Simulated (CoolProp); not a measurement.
Properties of chlorine along the isobar 57.8 bar.

The numbers come from the reference Helmholtz-energy equation of state, Thol 2021 in CoolProp.

| T (K) | phase | density (kg/m³) | isothermal compressibility (1/MPa) | fugacity coefficient |
|---|---|---|---|---|
| 205.3 | liquid | 1663 | 0.0007402 | 0.003407 |
| 227.1 | liquid | 1605 | 0.0009050 | 0.01120 |
| 248.9 | liquid | 1547 | 0.001122 | 0.02888 |
| 270.6 | liquid | 1487 | 0.001414 | 0.06193 |
| 292.4 | liquid | 1424 | 0.001834 | 0.1161 |
| 314.1 | liquid | 1358 | 0.002473 | 0.1947 |
| 335.9 | liquid | 1285 | 0.003554 | 0.3000 |
| 357.7 | liquid | 1201 | 0.005686 | 0.4303 |
| 379.4 | liquid | 1098 | 0.01137 | 0.5804 |
| 401.2 | gas | 209.3 | 0.4369 | 0.7268 |
| 422.9 | gas | 165.7 | 0.2779 | 0.7740 |
